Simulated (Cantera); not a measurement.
Charge: 1 mol BN, 1.1 mol H₂O, 2.2 mol H₂, 0.16 mol O₂, at 59.3 Torr.

Cantera equilibrium calculation (NASA polynomials, part measured and part estimated; ideal gas, pure solids and liquids). Candidate condensed phases: B, BN, B₂O₃, B₃O₃H₃, H₂O; 39 gas species. Mutual solubility and eutectic melting of coexisting phases are not modelled. Gases not in the tables: H₃BO₃. Rates play no part. All values below are at 1648 K.

Base state: H₂ 0.852, N₂ 0.123, HBO₂ 0.0103, HBO 0.00829, B₂O₃ 0.00426, H₂O 0.00133, B₂O₂ 0.000418, H 0.000292 (mole fractions); condensed: BN(s) + B₂O₃(l).

**Question.** What changes in the equilibrium state with this change: O₂ from 0.16 to 5.6 mol?

**Answer.** 
| species | before | after |
|---|---|---|
| O₂ | <1e-9 | 0.465 |
| H₂O | 0.00133 | 0.350 |
| HBO₂ | 0.0103 | 0.119 |
| H₂ | 0.852 | 2.09e-5 |
| N₂ | 0.123 | 0.0616 |
| NO | <1e-9 | 0.000984 |
| HBO | 0.00829 | 8.98e-9 |
| B₂O₂ | 0.000418 | <1e-9 |
| O | <1e-9 | 6.14e-5 |
| OH | 2.05e-8 | 0.00109 |
| BN(s), mol | 0.0581 | 0 |
| B₂O₃(l), mol | 0.417 | 0 |
